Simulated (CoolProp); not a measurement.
Saturated liquid density (kg/m³) of normal hydrogen: the reference equation beside estimates from Tc = 33.1 K, pc = 1.296 MPa, ω = -0.219. Rackett uses Z = 0.29056 − 0.08775 ω.

Values from CoolProp's reference Helmholtz-energy equation of state, Leachman 2009.

| T (K) | reference | Rackett | van der Waals | Redlich-Kwong | Peng-Robinson |
|---|---|---|---|---|---|
| 19.5 | 71.81 | 76.01 | 58.92 | 86.84 | 90.57 |
| 21.3 | 69.76 | 73.32 | 56.70 | 83.00 | 86.40 |
| 23.2 | 67.32 | 70.26 | 54.13 | 78.48 | 81.58 |
| 25.1 | 64.55 | 66.91 | 51.26 | 73.36 | 76.22 |
| 27 | 61.31 | 63.15 | 47.99 | 67.48 | 70.14 |
| 28.8 | 57.59 | 58.98 | 44.35 | 60.92 | 63.43 |
| 30.7 | 52.41 | 53.40 | 39.52 | 52.30 | 54.70 |
| 32.6 | 43.10 | 43.98 | 31.91 | 39.17 | 41.51 |

Absolute difference from the reference over all 8 rows, mean and median: Rackett 3.5 and 3.3 %, van der Waals 21.5 and 21.2 %, Redlich-Kwong 11.9 and 11.9 %, Peng-Robinson 15.2 and 16.2 %.
